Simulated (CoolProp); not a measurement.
Vapour pressure (kPa) of R141b: the reference equation beside estimates from Tc = 477.5 K, pc = 4212 kPa, ω = 0.220. Clausius-Clapeyron is anchored at 307.1 K with a constant enthalpy of vaporisation of 25.94 kJ/mol.

Values from CoolProp's reference Helmholtz-energy equation of state, Lemmon 2006. It is a short technical equation, of lower accuracy than the large ones.

```
T (K)  reference  Clausius-Clapeyron  Redlich-Kwong
-----  ---------  ------------------  -------------
307.1      108.3               108.3          172.5
326.4      201.9               197.4          300.4
345.7      347.9          (withheld)          486.3
365        562.2               542.5          742.5
384.3      862.0               833.3           1081
403.6       1266          (withheld)           1513
422.9       1794                1748           2048
442.2       2469          (withheld)           2698
```

Q: Some entries are withheld; supply them.

A: 
- 345.7, Clausius-Clapeyron: 336.6
- 403.6, Clausius-Clapeyron: 1229
- 442.2, Clausius-Clapeyron: 2412

Absolute difference from the reference over all 8 rows, mean and median: Clausius-Clapeyron 2.5 and 2.7 %, Redlich-Kwong 31.0 and 28.7 %.
